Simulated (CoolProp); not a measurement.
Values from CoolProp's reference Helmholtz-energy equation of state, Gao 2016.

### Question
Give the vapour pressure (bar), vapour density (kg/m³), enthalpy of vaporisation (kJ/kg), surface tension (mN/m) of saturated sulfur dioxide at 94.65, 110.55 °C.

### Answer
```
T (°C)  p (bar)  vapour density (kg/m³)  enthalpy of vaporisation (kJ/kg)  surface tension (mN/m)
------  -------  ----------------------  --------------------------------  ----------------------
94.65      24.9                    68.4                               266                    8.48
110.55     34.3                    98.5                               237                    5.61
```

Surface tension comes from a separate correlation (Mulero 2012).
